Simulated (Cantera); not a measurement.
A diamond (100) surface in a fixed gas of H2 with x(CH4) = 0.021, x(H) = 0.0028, at 1125 K, 38.3 Torr; coverages are run to steady state.

Cantera simulation using the Harris–Goodwin 1993 mechanism for the reconstructed diamond (100) surface; the numbers are that mechanism's predictions, not measurements.

One state of this run: growth (µm/h) = 2.55; θ c6HH = 0.491; θ c6H* = 0.0300; θ c6*H = 0.448; θ c6** = 0.0195; θ c6HM = 0.00663. θ: site fractions in the mechanism's names (c6HH fully hydrogenated, c6H* and c6*H radical sites, c6** diradical, c6HM methylated).

**Question.** Which value of x(CH3) does it belong to?
A. 6.7e-06
B. 4.5e-05
C. 0.00012
D. 1e-06

**Answer.** C, 0.00012
